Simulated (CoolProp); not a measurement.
A single-stage vapour-compression cycle with R142b: evaporating at 230.15 K (dew point), condensing at 253.15 K (bubble point), superheat 2 K, subcooling 5 K, compressor efficiency 0.6, no pressure losses. Each further row changes one setting.

Model: reference Helmholtz-energy equation of state, Lemmon 2006, in CoolProp. It is a short technical equation, of lower accuracy than the large ones.

| case | cooling COP | pressure ratio | discharge temperature (K) | refrigerating effect (kJ/kg) | volumetric capacity (kJ/m³) |
|---|---|---|---|---|---|
| as stated | 5.73 | 3.16 | 284.2 | 222 | 236 |
| evaporating temperature 235.15 K | 7.60 | ? | 277.1 | 225 | 309 |
| condensing temperature 248.15 K | 7.43 | ? | 273.8 | 228 | 242 |
| subcooling 10 K | 5.88 | 3.16 | 284.2 | 228 | 242 |
| superheat 12 K | ? | 3.16 | 295.0 | 229 | ? |
| compressor efficiency 0.5 | ? | 3.16 | 293.5 | 222 | 236 |

Task: What belongs in the gaps?

Result: 
- evaporating temperature 235.15 K, pressure ratio: 2.40
- condensing temperature 248.15 K, pressure ratio: 2.51
- superheat 12 K, cooling COP: 5.67
- superheat 12 K, volumetric capacity (kJ/m³): 233
- compressor efficiency 0.5, cooling COP: 4.77
